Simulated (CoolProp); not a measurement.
The fluid at 298.15 K and 1.78 MPa flows at 0.12 m/s in a round tube of 20 mm bore and 15 µm roughness, fully developed (64/Re and Nu = 3.66 if laminar; Colebrook and Gnielinski if turbulent). The same conditions are run with several fluids, on thermodynamics alone (safety and materials aside).

The numbers come from the reference Helmholtz-energy equation of state of each fluid (ammonia: Gao 2020; propane: Lemmon 2009; R245fa: Akasaka 2015; R134a: Tillner-Roth 1994) in CoolProp.

Task: Rank ammonia, propane, R245fa, R134a by Reynolds number, highest first.

Result: R134a (14600), propane (12000), ammonia (10900), R245fa (7980)

| fluid | Darcy friction factor | pressure drop (Pa/m) | heat-transfer coefficient (W/(m² K)) | mass flow (kg/h) |
|---|---|---|---|---|
| ammonia | 0.0313 | 6.81 | 1070 | 81.9 |
| propane | 0.0307 | 5.46 | 316 | 67.2 |
| R245fa | 0.0338 | 16.4 | 278 | 182 |
| R134a | 0.0293 | 12.8 | 355 | 165 |

Transport values come from each fluid's own correlations; those of R245fa, R134a are estimates that may be off by 10 % or more.
